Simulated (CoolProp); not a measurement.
Vapour-liquid equilibrium of propylene (1) + isobutane (2) at 29.3 kPa; x and y are mole fractions of (1).

Computed with CoolProp (multi-fluid Helmholtz-energy mixture model, Lemmon 2013 and Bücker 2006; pair parameters Bell 2016).

```
x     bubble temperature, mixture model (K)  bubble temperature, Raoult's law (K)  y, mixture model  y, Raoult's law
----  -------------------------------------  ------------------------------------  ----------------  ---------------
0.05                                  228.7                                 230.0             0.258            0.211
0.2                                   221.7                                 221.7             0.552            0.578
0.35                                  217.8                                 215.8             0.692            0.758
0.5                                   214.2                                 211.3             0.806            0.860
0.65                                  210.2                                 207.7             0.903            0.922
0.8                                   206.1                                 204.8             0.967            0.964
0.95                                  202.4                                 202.3             0.996            0.992
```

The largest gap from Raoult's law is +2.9 K in bubble temperature, at x = 0.5. No azeotrope shows between x = 0.05 and 0.95.

The pair parameters rest on a limited set of measurements; away from them the model extrapolates. The gap from Raoult's law changes sign with composition, which may be real or a fault of the pair parameters; it wasn't checked against measurements.
